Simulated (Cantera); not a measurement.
Input (Python, Cantera) and output of one run.

```python
import numpy as np
import cantera as ct

gas_names = """
    C CH CH2 CH3 CH2OH CH3O CH4 CH3OH CO CO2 COOH C2 C2H CHCO,ketyl C2H2,acetylene C2H2,vinylidene
    CH2CO,ketene C2H3,vinyl CH3CO,acetyl C2H4 C2H4O,ethylen CH3CHO,ethanal CH3COOH (HCOOH)2 C2H5 C2H6
    CH3OCH3 C2H5OH C2O C3 C3H3,propargyl C3H4,allene C3H4,propyne C3H4,cyclo- C3H5,allyl C3H6,propylene
    C3H6,cyclo- C3H6O C3H7,n-propyl C3H7,i-propyl C3H8 C3H8O,1propanol C3H8O,2propanol C3O2 C4 C4H2
    C4H4,1,3-cyclo- C4H6,butadiene C4H6,2-butyne C4H6,cyclo- C4H8,1-butene C4H8,cis2-buten
    C4H8,tr2-butene C4H8,isobutene C4H8,cyclo- (CH3COOH)2 C4H9,n-butyl C4H9,i-butyl C4H9,s-butyl
    C4H9,t-butyl C4H10,isobutane C4H10,n-butane C5 C5H6,1,3cyclo- C5H8,cyclo- C5H10,1-pentene
    C5H10,cyclo- C5H11,pentyl C5H11,t-pentyl C5H12,n-pentane C5H12,i-pentane CH3C(CH3)2CH3 C6H2
    C6H5,phenyl C6H5O,phenoxy C6H6 C6H5OH,phenol C6H10,cyclo- C6H12,1-hexene C6H12,cyclo- C6H13,n-hexyl
    C7H7,benzyl C7H8 C7H8O,cresol C7H14,1-heptene C7H15,n-heptyl C7H16,n-heptane C8H8,styrene
    C8H10,ethylbenz C8H16,1-octene C8H17,n-octyl C8H18,isooctane C8H18,n-octane C9H19,n-nonyl
    C10H8,naphthale C10H21,n-decyl C12H9,o-bipheny C12H10,bipheny H HCO HO2 H2 HCHO,formaldehy HCOOH H2O
    H2O2 Mg MgH MgO MgOH MgO2H2 Mg2 O OH O2 O3
""".split()
cond_names = """
    C(gr) C6H6(L) C7H8(L) C8H18(L),n-octa H2O(s) H2O(L) Mg(cr) Mg(L) MgCO3(s) MgO(s) MgO(L) MgO2H2(s)
""".split()


def load(file, names, dense=False):
    # The tables refer to 1 bar. Condensed volumes are neglected.
    table = {s.name: s for s in ct.Species.list_from_file(file)}
    out = []
    for n in names:
        d = dict(table[n].input_data)
        d["thermo"] = dict(d["thermo"], **{"reference-pressure": 1e5})
        if dense:
            d["equation-of-state"] = {"model": "constant-volume", "density": "1e6 g/cm^3"}
        out.append(ct.Species.from_dict(d))
    return out


gas = ct.Solution(thermo="ideal-gas", species=load("nasa_gas.yaml", gas_names))
cond = {s.name: ct.Solution(thermo="fixed-stoichiometry", species=[s], name=s.name)
        for s in load("nasa_condensed.yaml", cond_names, dense=True)}
atoms = {
    'MgO': {'Mg': 1, 'O': 1},
    'C': {'C': 1},
    'H2': {'H': 2},
}
top_T = {'C(gr)': 4500}  # K; cautious upper limits of use, not melting points


def equilibrate(T, P, feed):
    n = {}
    for name, mol in feed.items():
        for a, k in atoms[name].items():
            n[a] = n.get(a, 0.0) + k * mol
    gas.TPX = T, P, n
    mass = sum(n.values()) * gas.mean_molecular_weight
    gas.equilibrate("TP")
    valid = [c for c in cond.values() if c.min_temp <= T <= top_T.get(c.name, c.max_temp)]
    mix = ct.Mixture([(gas, mass / gas.mean_molecular_weight)] + [(c, 0.0) for c in valid])
    mix.T, mix.P = T, P
    mix.equilibrate("TP", solver="vcs", rtol=1e-11, max_steps=5000)
    return mix


results = []
feed = {'MgO': 1, 'C': 0.82, 'H2': 0.61}  # mol
T = 823.15  # K
P = 133.322  # Pa
mix = equilibrate(T, P, feed)
results.append((T, P, feed, dict(zip(mix.species_names, mix.species_moles))))
x = sorted(zip(gas.X, gas.species_names), reverse=True)
print(f"T = {T:g} K  P = {P:g} Pa  gas = {mix.phase_moles(0):.4g} mol")
print("   x: " + "  ".join(f"{s} {v:.3e}" for v, s in x if v > 1e-06))
print("   condensed (mol): " + ("  ".join(f"{mix.phase(i).name} {mix.phase_moles(i):.4g}"
      for i in range(1, mix.n_phases) if mix.phase_moles(i) > 1e-12) or "none"))
```

It prints:

```
T = 823.15 K  P = 133.322 Pa  gas = 0.6092 mol
   x: H2 9.988e-01  CH4 1.238e-03
   condensed (mol): C(gr) 0.8192  MgO(s) 1
```

These are equilibrium values from Cantera (NASA tables, ideal gas, pure condensed phases), not measurements of a reactor.
